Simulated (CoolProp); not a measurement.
Vapour-liquid equilibrium of CHF3 (R23) (1) + isopentane (2) at 3.45 °C; x and y are mole fractions of (1).

Computed with CoolProp (multi-fluid Helmholtz-energy mixture model, Penoncello 2003 and Lemmon 2006; pair parameters Bell 2016).

Question: Give the bubble pressure and the first vapour's composition at x = 0.25, 0.45, 0.55. Is there an azeotrope?

Answer: x = 0.25: 15.38 bar, y = 0.965; x = 0.45: 19.78 bar, y = 0.970; x = 0.55: 20.41 bar, y = 0.971. No azeotrope shows between x = 0.05 and 0.95.

The pair parameters rest on a limited set of measurements; away from them the model extrapolates. The gap from Raoult's law changes sign with composition, which may be real or a fault of the pair parameters; it wasn't checked against measurements. With so large a gap from Raoult's law the liquid may split in two, which this calculation doesn't test in full.
